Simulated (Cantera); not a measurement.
**Equilibrium for silicon nitride deposition: SiH₄ + NH₃ + N₂**

A closed system holds: 1 mol SiH₄, 8 mol NH₃, 3.5 mol N₂, at 72.0 mbar.

These are equilibrium values from Cantera (NASA tables, ideal gas, pure condensed phases), not measurements of a reactor. Candidate condensed phases: Si, Si₃N₄; 18 gas species. The tables' values for SiN are old estimates; treat these amounts as uncertain. Gases not in the tables: Si₂H₆ and higher silanes. The numbers say what is thermodynamically allowed, not how fast it happens.

From 1127 °C to 1577 °C the condensed part is Si₃N₄(s). From 1627 °C to 1777 °C the condensed part is Si(l).

```
T (°C)   x H₂   x N₂       x H      x Si     x SiH    x SiH₂    x Si₂N     x SiN  n Si₃N₄(s)  n Si(l)
------  -----  -----  --------  --------  --------  --------  --------  --------  ----------  -------
1127    0.672  0.328   1.49e-5  4.45e-11  4.88e-11  9.85e-10    <1e-12  1.39e-11       0.333        0
1177    0.672  0.328   2.89e-5  3.45e-10  3.01e-10   4.17e-9    <1e-12  8.49e-11       0.333        0
1227    0.672  0.328   5.38e-5   2.33e-9   1.64e-9   1.60e-8  1.10e-11  4.59e-10       0.333        0
1277    0.672  0.328   9.62e-5   1.38e-8   8.00e-9   5.63e-8  1.06e-10   2.22e-9       0.333        0
1327    0.672  0.328  0.000166   7.36e-8   3.53e-8   1.83e-7  8.88e-10   9.74e-9       0.333        0
1377    0.672  0.328  0.000277   3.53e-7   1.42e-7   5.51e-7   6.51e-9   3.90e-8       0.333        0
1427    0.672  0.328  0.000450   1.54e-6   5.24e-7   1.56e-6   4.23e-8   1.43e-7       0.333        0
1477    0.671  0.328  0.000710   6.17e-6   1.79e-6   4.14e-6   2.46e-7   4.89e-7       0.333        0
1527    0.671  0.328   0.00109   2.29e-5   5.73e-6   1.04e-5   1.30e-6   1.56e-6       0.333        0
1577    0.670  0.328   0.00164   7.88e-5   1.72e-5   2.49e-5   6.22e-6   4.64e-6       0.332        0
1627    0.649  0.348   0.00238  0.000175   3.29e-5   3.78e-5   1.34e-5   9.28e-6           0    0.994
1677    0.648  0.348   0.00344  0.000331   5.46e-5   5.14e-5   2.12e-5   1.54e-5           0    0.989
1727    0.647  0.348   0.00487  0.000605   8.85e-5   6.87e-5   3.27e-5   2.49e-5           0    0.981
1777    0.645  0.347   0.00679   0.00107  0.000140   9.03e-5   4.93e-5   3.93e-5           0    0.968
```
x: gas mole fraction; n: condensed amount in mol.
